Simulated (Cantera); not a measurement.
A closed system holds: 1 mol PbO, 0.34 mol CH4, a varied amount of N2, equilibrated at 1150 °C and 66.0 Pa.

Cantera equilibrium calculation (NASA polynomials, part measured and part estimated; ideal gas, pure solids and liquids). Candidate condensed phases: C, C6H6, C7H8, C8H18, H2O, Pb, PbO, PbO2, Pb3O4; 139 gas species. Kinetics and transport are ignored.

x: gas mole fraction; nothing condenses.

| n(N2) (mol) | x N2 | x Pb | x H2O | x H2 | x CO2 | x CO |
|---|---|---|---|---|---|---|
| 0.9 | 0.308 | 0.342 | 0.165 | 0.0675 | 0.0605 | 0.0559 |
| 1.3 | 0.392 | 0.301 | 0.145 | 0.0594 | 0.0532 | 0.0492 |
| 1.8 | 0.471 | 0.262 | 0.126 | 0.0516 | 0.0462 | 0.0428 |
| 2.6 | 0.563 | 0.216 | 0.105 | 0.0427 | 0.0382 | 0.0354 |
| 3.6 | 0.641 | 0.178 | 0.0859 | 0.0351 | 0.0314 | 0.0291 |
| 5.1 | 0.716 | 0.140 | 0.0678 | 0.0277 | 0.0248 | 0.0229 |
| 7.3 | 0.783 | … | … | … | … | … |
| 10 | 0.832 | … | … | … | … | … |
| 15 | 0.881 | 0.0587 | 0.0284 | 0.0116 | 0.0104 | 0.00960 |

Problem. Some entries are withheld; supply them.

Solution. 
- 7.3, x Pb: 0.107
- 7.3, x H2O: 0.0518
- 7.3, x H2: 0.0211
- 7.3, x CO2: 0.0190
- 7.3, x CO: 0.0175
- 10, x Pb: 0.0831
- 10, x H2O: 0.0402
- 10, x H2: 0.0164
- 10, x CO2: 0.0147
- 10, x CO: 0.0136
